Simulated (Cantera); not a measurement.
**NO annealing gas**

An isothermal, constant-pressure homogeneous reactor starts with 5.26 % NO, 94.7 % N2, at 1900 K and 0.220 bar.

Detailed kinetics in Cantera: GRI-Mech 3.0 (53 species, 325 reactions).

```json
[
 {"t (s)": "2.00e-6", "x NO": "0.0526", "x O2": "<1e-12", "x N2O": "6.59e-10", "x O": "6.59e-10", "x NO2": "<1e-12"},
 {"t (s)": "1.35e-5", "x NO": "0.0526", "x O2": "<1e-12", "x N2O": "4.46e-9", "x O": "4.47e-9", "x NO2": "7.81e-12"},
 {"t (s)": "9.18e-5", "x NO": "0.0526", "x O2": "1.47e-11", "x N2O": "2.99e-8", "x O": "3.03e-8", "x NO2": "3.42e-10"},
 {"t (s)": "0.000621", "x NO": "0.0526", "x O2": "6.82e-10", "x N2O": "1.89e-7", "x O": "2.09e-7", "x NO2": "1.25e-8"},
 {"t (s)": "0.00421", "x NO": "0.0526", "x O2": "3.83e-8", "x N2O": "8.31e-7", "x O": "1.70e-6", "x NO2": "2.40e-7"},
 {"t (s)": "0.0285", "x NO": "0.0526", "x O2": "3.47e-6", "x N2O": "1.22e-6", "x O": "1.25e-5", "x NO2": "2.02e-6"},
 {"t (s)": "0.193", "x NO": "0.0524", "x O2": "8.49e-5", "x N2O": "1.21e-6", "x O": "1.95e-5", "x NO2": "3.14e-6"},
 {"t (s)": "1.31", "x NO": "0.0512", "x O2": "0.000694", "x N2O": "1.16e-6", "x O": "2.50e-5", "x NO2": "4.01e-6"},
 {"t (s)": "8.86", "x NO": "0.0420", "x O2": "0.00529", "x N2O": "7.85e-7", "x O": "4.96e-5", "x NO2": "6.72e-6"},
 {"t (s)": "60.0", "x NO": "0.00797", "x O2": "0.0223", "x N2O": "8.61e-8", "x O": "9.58e-5", "x NO2": "2.51e-6"}
]
```
x: mole fraction; the columns are a selection and need not sum to one.

Equilibrium at this temperature and pressure: NO 0.00221, O2 0.0252, N2O 6.55e-8, O 0.000101, NO2 7.39e-7 (gas phase only).
